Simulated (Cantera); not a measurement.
A closed system holds: 1 mol SiH4, a varied amount of CO2, held at 1300 K and 53.3 Torr.

Cantera equilibrium calculation (NASA polynomials, part measured and part estimated; ideal gas, pure solids and liquids). Candidate condensed phases: C, C6H6, C7H8, C8H18, H2O, Si, SiC, SiO2; 123 gas species. Mutual solubility and eutectic melting of coexisting phases are not modelled. The tables hold silica as quartz up to 1696 K and as liquid above; real silica turns to tridymite and cristobalite and melts near 1996 K. The numbers say what is thermodynamically allowed, not how fast it happens.

### Question
At 1 mol CO2, list the 3 most abundant gas species with their mole fractions, and the condensed phases.

### Answer
H2 0.992, CO 0.00785, CH4 0.000549. Condensed: C(graphite) + SiC(s) + SiO2(β-quartz).
